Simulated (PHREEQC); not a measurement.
Solution (85 °C): 1.8 mmol/kgw H2SO4, 67 mmol/kgw ZnSO4 and 1 mmol/kgw NiSO4. Closed to the air; pH follows from the charge balance.

All values are PHREEQC results (ion-association model, wateq4f.dat), not measurements.

**Question.** The ionic strength comes out as 0.133 mol/kgw. What activity coefficients do SO4-2, Zn(SO4)2-2, H+, Ni+2, ZnOH+ get?

**Answer.** SO4-2 0.30, Zn(SO4)2-2 0.30, H+ 0.79, Ni+2 0.30, ZnOH+ 0.74.

This is a speciation only: nothing precipitates in the calculation. At this temperature some constants are extrapolated from 25 °C, and those without enthalpy data are left unchanged.
